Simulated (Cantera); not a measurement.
## Hydrocarbon pyrolysis for carbon deposition

An isothermal, constant-pressure homogeneous reactor starts with 2.78 % CH₄, 97.2 % N₂, at 1750 K and 0.128 Torr.

Cantera simulation using GRI-Mech 3.0 (53 species, 325 reactions); the numbers are that mechanism's predictions, not measurements. GRI-Mech 3.0 stops at C3 and has no aromatics, soot or wall deposition, so with more carbon than oxygen in the feed, carbon stays in small species such as C2H2 where larger ones or solid carbon would form. Radical loss at walls, strong at low pressure, is not modelled.

```
t (s)        x CH₄     x CH₃      x H₂       x H    x C₂H₂     x CH₂
--------  --------  --------  --------  --------  --------  --------
0.000300    0.0278   3.50e-8  8.60e-10   3.33e-8    <1e-12    <1e-12
0.00105     0.0278   1.30e-7   1.01e-8   1.10e-7    <1e-12    <1e-12
0.00370     0.0278   5.30e-7   1.09e-7   3.13e-7    <1e-12    <1e-12
0.0130      0.0278   2.36e-6   8.83e-7   5.96e-7    <1e-12  2.07e-11
0.0456      0.0278   9.71e-6   4.52e-6   6.70e-7  4.63e-12  3.32e-10
0.160       0.0277   3.57e-5   1.76e-5   6.81e-7  9.80e-10   3.28e-9
0.562       0.0276  0.000127   6.80e-5   8.31e-7   1.60e-7   3.18e-8
1.97        0.0271  0.000434  0.000448   2.85e-6   2.26e-5   3.00e-7
6.93        0.0209  0.000967   0.00809   3.11e-5   0.00189   1.60e-6
24.3       0.00640  0.000432    0.0306  0.000110    0.0100   1.29e-6
85.4      0.000890  0.000100    0.0390  0.000220    0.0130   5.74e-7
300        6.22e-5   1.30e-5    0.0402  0.000416    0.0135   1.43e-7
```
x: mole fraction; the columns are a selection and need not sum to one.

Equilibrium at this temperature and pressure: CH₄ 4.48e-9, CH₃ 8.28e-9, H₂ 0.0387, H 0.00353, C₂H₂ 0.00168, CH₂ 8.16e-10 (gas phase only).
